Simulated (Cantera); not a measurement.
Input (Python, Cantera):

```python
import numpy as np
import cantera as ct

gas = ct.Solution("gri30.yaml")
gas.TPX = 2050, 2666, {'NO': 1, 'N2': 0.42}
reactor = ct.IdealGasConstPressureReactor(gas, energy="off", clone=False)
net = ct.ReactorNet([reactor])
net.rtol, net.atol = 1e-08, 1e-18
show = ['NO', 'O', 'O2', 'NO2', 'N2O', 'N2']
times = np.geomspace(3e-06, 2, 9)

steps = ct.SolutionArray(gas, extra=["t"])
rows = []
print(f"{'t/s':>10s}{'T/K':>9s}{'P/Pa':>11s}" + "".join(f"{s:>11s}" for s in show))
for t in times:
    while net.time < t:
        t_next = net.step()
        steps.append(gas.state, t=t_next)
    rows.append([np.interp(t, steps.t, y) for y in (steps.T, steps.P, *steps(*show).X.T)])
    print(f"{t:10.3e}{rows[-1][0]:9.1f}{rows[-1][1]:11.4g}" + "".join(f"{x:11.3e}" for x in rows[-1][2:]))
rate = np.gradient(steps.T, steps.t)
print("integrator steps:", len(steps.t))
if steps.T.max() > steps.T[0] + 200:
    print(f"time of steepest temperature rise: {steps.t[rate.argmax()]:.4e} s")
gas.TPX = 2050, 2666, {'NO': 1, 'N2': 0.42}
gas.equilibrate("TP")
print(f"equilibrium (TP): T = {gas.T:.1f} K  " + "  ".join(f"{s} {gas[s].X[0]:.3e}" for s in show))
```

Output:

```
       t/s      T/K       P/Pa         NO          O         O2        NO2        N2O         N2
 3.000e-06   2050.0       2666  7.042e-01  6.567e-08  3.544e-12  3.851e-12  6.565e-08  2.958e-01
 1.604e-05   2050.0       2666  7.042e-01  3.511e-07  1.020e-10  1.106e-10  3.507e-07  2.958e-01
 8.572e-05   2050.0       2666  7.042e-01  1.880e-06  2.933e-09  3.133e-09  1.869e-06  2.958e-01
 4.582e-04   2050.0       2666  7.042e-01  1.015e-05  8.357e-08  8.292e-08  9.822e-06  2.958e-01
 2.449e-03   2050.0       2666  7.041e-01  5.729e-05  2.541e-06  1.730e-06  4.797e-05  2.958e-01
 1.309e-02   2050.0       2666  7.034e-01  3.504e-04  9.840e-05  1.566e-05  1.607e-04  2.959e-01
 6.999e-02   2050.0       2666  6.980e-01  9.036e-04  2.427e-03  3.293e-05  1.822e-04  2.985e-01
 3.741e-01   2050.0       2666  6.646e-01  1.204e-03  1.891e-02  5.259e-05  1.526e-04  3.151e-01
 2.000e+00   2050.0       2666  4.673e-01  2.199e-03  1.169e-01  8.791e-05  6.087e-05  4.135e-01
integrator steps: 547
equilibrium (TP): T = 2050.0 K  NO 1.016e-02  O 3.519e-03  O2 3.446e-01  NO2 3.374e-06  N2O 8.391e-08  N2 6.417e-01
```

Detailed kinetics in Cantera: GRI-Mech 3.0 (53 species, 325 reactions). Radical loss at walls, strong at low pressure, is not modelled.
